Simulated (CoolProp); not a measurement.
Vapour-liquid equilibrium of R134a (1) + R227EA (2) at -63.25 °C; x and y are mole fractions of (1).

Model: multi-fluid Helmholtz-energy mixture model, Tillner-Roth 1994 and Lemmon 2016; pair parameters Bell 2016, in CoolProp.

```
x     bubble pressure, mixture model (kPa)  bubble pressure, Raoult's law (kPa)  y, mixture model  y, Raoult's law
----  ------------------------------------  -----------------------------------  ----------------  ---------------
0.05                            (withheld)                                7.871        (withheld)            0.081
0.2                                  9.154                                8.653             0.329            0.296
0.35                            (withheld)                                9.435             0.496            0.476
0.5                                  10.92                                10.22             0.630            0.628
0.65                                 11.61                                11.00        (withheld)            0.758
0.8                             (withheld)                                11.78        (withheld)            0.871
0.95                                 12.68                                12.56             0.961            0.970
```

Question: Complete the blanks.

Answer: 
- 0.05, bubble pressure, mixture model (kPa): 8.027
- 0.05, y, mixture model: 0.099
- 0.35, bubble pressure, mixture model (kPa): 10.11
- 0.65, y, mixture model: 0.744
- 0.8, bubble pressure, mixture model (kPa): 12.20
- 0.8, y, mixture model: 0.851

The largest gap from Raoult's law is +7.2 % in bubble pressure, at x = 0.35. No azeotrope shows between x = 0.05 and 0.95.

The pair parameters rest on a limited set of measurements; away from them the model extrapolates.
